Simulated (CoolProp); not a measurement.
R404A along the isotherm 314.9 K: density (kg/m³) from the reference equation and from simpler models built on Tc = 345.3 K, pc = 37.35 bar, ω = 0.293; each cubic takes its own stable root.

Model: reference Helmholtz-energy equation of state, Lemmon 2003, in CoolProp. It is a pseudo-pure fit of the blend.

```json
[
 {"p (bar)": "1.18", "phase": "gas", "reference": "4.471", "van der Waals": "4.451", "Redlich-Kwong": "4.462"},
 {"p (bar)": "1.78", "phase": "gas", "reference": "6.801", "van der Waals": "6.757", "Redlich-Kwong": "6.781"},
 {"p (bar)": "2.69", "phase": "gas", "reference": "10.42", "van der Waals": "10.31", "Redlich-Kwong": "10.37"},
 {"p (bar)": "4.05", "phase": "gas", "reference": "16.01", "van der Waals": "15.75", "Redlich-Kwong": "15.89"},
 {"p (bar)": "6.12", "phase": "gas", "reference": "25.01", "van der Waals": "24.38", "Redlich-Kwong": "24.71"},
 {"p (bar)": "9.23", "phase": "gas", "reference": "39.88", "van der Waals": "38.24", "Redlich-Kwong": "39.09"},
 {"p (bar)": "31.7", "phase": "liquid", "reference": "978.2", "van der Waals": "572.8", "Redlich-Kwong": "768.5"},
 {"p (bar)": "47.8", "phase": "liquid", "reference": "1002", "van der Waals": "613.7", "Redlich-Kwong": "810.4"},
 {"p (bar)": "72.1", "phase": "liquid", "reference": "1030", "van der Waals": "651.0", "Redlich-Kwong": "855.4"},
 {"p (bar)": "109", "phase": "liquid", "reference": "1063", "van der Waals": "687.7", "Redlich-Kwong": "904.3"},
 {"p (bar)": "164", "phase": "liquid", "reference": "1099", "van der Waals": "724.1", "Redlich-Kwong": "956.0"},
 {"p (bar)": "248", "phase": "liquid", "reference": "1142", "van der Waals": "761.1", "Redlich-Kwong": "1011"},
 {"p (bar)": "373", "phase": "liquid", "reference": "1189", "van der Waals": "797.3", "Redlich-Kwong": "1068"}
]
```
